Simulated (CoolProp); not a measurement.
Computed with CoolProp (reference Helmholtz-energy equation of state, Lemmon 2006). It is a short technical equation, of lower accuracy than the large ones.

**Question.** For R142b, give the phase and the cp (kJ/(kg K)), isothermal compressibility (1/MPa), fugacity coefficient at -46.55 °C and 6.31 bar; 101.55 °C and 107 bar.

**Answer.** 
- -46.55 °C and 6.31 bar: liquid; cp 1.16, isothermal compressibility 0.00126, fugacity coefficient 0.0265
- 101.55 °C and 107 bar: liquid; cp 1.45, isothermal compressibility 0.00733, fugacity coefficient 0.204
